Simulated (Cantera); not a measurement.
Feed: 1 mol Si3N4, 0.014 mol N2, at 2898 K and 1.00 bar.

Cantera equilibrium calculation (NASA polynomials, part measured and part estimated; ideal gas, pure solids and liquids). Candidate condensed phases: Si, Si3N4; 7 gas species. The tables' values for SiN are old estimates; treat these amounts as uncertain. The numbers say what is thermodynamically allowed, not how fast it happens.

Base state: N2 0.929, Si 0.0616, SiN 0.00357, Si2 0.00271, Si2N 0.00249, Si3 0.000408 (mole fractions); condensed: Si(l).

Problem. What changes in the equilibrium state with this change: pressure from 1.00 bar to 0.000550 bar?

Solution. 
```tsv
species	before	after
Si	0.0616	0.598
N2	0.929	0.401
SiN	0.00357	0.000535
Si3	0.000408	1.13e-7
Si2N	0.00249	1.99e-6
N	6.80e-6	0.000190
Si2	0.00271	0.000140
Si(l), mol	2.83	0
```
